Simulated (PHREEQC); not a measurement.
**Acid rinse or clean: an equilibrium model**

Solution (30 °C): 4.2 mmol/kgw HBr, 53 mmol/kgw AlCl3 and 0.39 mmol/kgw KCl. Closed to the air; pH follows from the charge balance.

Equilibrium calculation in PHREEQC: ion-association model, phreeqc.dat.

This is a speciation only: nothing precipitates in the calculation.

Estimate the pH, density, specific conductance.

pH 2.48; density 1.002 g/cm³; specific conductance 16400 µS/cm.
